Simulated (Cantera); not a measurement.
# Premixed flame

A freely propagating, adiabatic, planar premixed flame of H2 : O2 : N2 = 1 : 0.217 : 0.848 (molar parts), unburnt at 448 K and 10.0 bar; mixture-averaged transport, grid criteria slope 0.08 and curve 0.16, no radiation.

Cantera simulation using the H2/O2 subset of GRI-Mech 3.0, which has no nitrogen chemistry; the numbers are that mechanism's predictions, not measurements. The hydrogen kinetics of GRI-Mech 3.0 are dated; newer H2 mechanisms differ, most at raised pressure. Burning velocities carry a grid error of a few per cent, more on coarse grids.

```
z (mm)    T (K)  u (m/s)   x H2      x O2     x H2O      x H     x HO2       x O
--------  -----  -------  -----  --------  --------  -------  --------  --------
-0.0729     448     4.11  0.484     0.105   1.03e-7    <1e-8     <1e-8     <1e-8
-0.0486     448     4.11  0.484     0.105   1.12e-6    <1e-8   5.47e-8     <1e-8
-0.0365     449     4.12  0.484     0.105   1.09e-5    <1e-8   6.54e-7     <1e-8
-0.0243     459     4.18  0.480     0.106  0.000163    <1e-8   1.22e-5   1.22e-7
-0.0122     603     5.31  0.456     0.107   0.00773  3.99e-5  0.000811   9.74e-6
-0.00608    941     8.02  0.417    0.0946    0.0431  0.00201   0.00113  0.000146
0          1323     11.1  0.369    0.0670     0.104  0.00998  0.000540  0.000612
0.00608    1586     13.2  0.327    0.0365     0.162   0.0200  0.000257  0.000852
0.0122     1732     14.4  0.303    0.0166     0.200   0.0257  0.000111  0.000612
0.0243     1855     15.4  0.289   0.00317     0.226   0.0261   2.01e-5  0.000214
0.0486     1936     16.0  0.290  0.000233     0.232   0.0196   1.45e-6   7.46e-5
0.0972     1995     16.4  0.294   1.61e-5     0.234   0.0122   1.47e-7   2.94e-5
0.194      2034     16.7  0.298   3.98e-6     0.235  0.00690   4.24e-8   9.73e-6
```
x: mole fraction of selected species; z is measured from the peak of heat release.

```yaml
laminar_burning_velocity: 411 cm/s
thermal_thickness: 0.0243 mm
peak x(H): 0.0270
peak x(HO2): 0.00134
peak x(O): 0.000858
grid_points: 116
```
